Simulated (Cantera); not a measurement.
A diamond (100) surface in a fixed gas of H2 with x(CH4) = 0.0027, x(H) = 0.04, at 1073 K, 0.138 atm; coverages are run to steady state.

Detailed kinetics in Cantera: the Harris–Goodwin 1993 mechanism for the reconstructed diamond (100) surface.

θ: site fractions in the mechanism's names (c6HH fully hydrogenated, c6H* and c6*H radical sites, c6** diradical, c6HM methylated).

```
x(CH3)   growth (µm/h)  θ c6HH  θ c6H*  θ c6*H  θ c6**    θ c6HM
-------  -------------  ------  ------  ------  ------  --------
1e-06                ?   0.533  0.0264   0.425  0.0161   1.02e-5
2.6e-06              ?   0.533  0.0264   0.425  0.0161   2.66e-5
6.9e-06              ?   0.533  0.0264   0.425  0.0161   7.05e-5
1.8e-05              ?   0.533  0.0264   0.425  0.0161  0.000184
4.7e-05              ?   0.532  0.0264   0.424  0.0161  0.000480
0.00012              ?   0.532  0.0264   0.424  0.0160   0.00122
0.00033              ?   0.530  0.0263   0.423  0.0160   0.00335
0.00085              ?   0.526  0.0261   0.419  0.0158   0.00856
0.0022               ?   0.516  0.0255   0.411  0.0153    0.0216
```

Problem. What belongs in the gaps?

Solution. 
- 1e-06, growth (µm/h): 0.101
- 2.6e-06, growth (µm/h): 0.262
- 6.9e-06, growth (µm/h): 0.696
- 1.8e-05, growth (µm/h): 1.82
- 4.7e-05, growth (µm/h): 4.74
- 0.00012, growth (µm/h): 12.1
- 0.00033, growth (µm/h): 33.1
- 0.00085, growth (µm/h): 84.5
- 0.0022, growth (µm/h): 214
